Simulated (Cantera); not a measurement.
Feed: 1 mol CCl₄, 0.12 mol CH₄, 1.5 mol H₂, equilibrated at 1125 °C and 48.0 Pa.

Equilibrium computed with Cantera from the NASA thermochemical tables; the gas is ideal and each condensed phase is pure. Candidate condensed phases: C, C₆H₆, C₇H₈, C₈H₁₈; 91 gas species. The numbers say what is thermodynamically allowed, not how fast it happens.

Base state: HCl 0.877, Cl 0.115, Cl₂ 0.00807 (mole fractions); condensed: C(graphite).

What changes in the equilibrium state with this change: temperature from 1125 °C to 875 °C?


```
species            before   after
----------------  -------  ------
HCl                 0.877   0.917
Cl₂               0.00807  0.0543
Cl                  0.115  0.0285
C(graphite), mol     1.12    1.12
```
